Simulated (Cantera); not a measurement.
Cantera with NASA thermochemical tables; ideal gases at 1 bar, condensed phases pure. Values are per mole of reaction as written; species without (g) are pure solids or liquids, kept so even where they would boil at 1 bar.

N₂(g) + 3 H₂S(g) + 3 NiS → 3 NiS₂ + 2 NH₃(g)

```
T (K)    ΔH° (kJ)   ΔS° (J/K)    ΔG° (kJ)     log10 K  condensed phases
-----  ----------  ----------  ----------  ----------  ----------------
673        -176.9      -389.0        84.9       -6.59   NiS(s), NiS₂(s)
873        -173.9      -385.0       162.2       -9.71   NiS(s), NiS₂(s)
1073       -172.0      -383.0       239.0      -11.63   NiS(s), NiS₂(s)
1273   (withheld)  (withheld)  (withheld)  (withheld)   NiS(l), NiS₂(s)
1473   (withheld)  (withheld)  (withheld)  (withheld)   NiS(l), NiS₂(l)
1673        -70.2      -304.6       439.4      -13.72   NiS(l), NiS₂(l)
1873        -73.0      -306.2       500.5      -13.96   NiS(l), NiS₂(l)
```

**Question.** What belongs in the gaps?

**Answer.** 
- 1273, ΔH° (kJ): -261.9
- 1273, ΔS° (J/K): -454.9
- 1273, ΔG° (kJ): 317.3
- 1273, log10 K: -13.02
- 1473, ΔH° (kJ): -67.2
- 1473, ΔS° (J/K): -302.7
- 1473, ΔG° (kJ): 378.7
- 1473, log10 K: -13.43
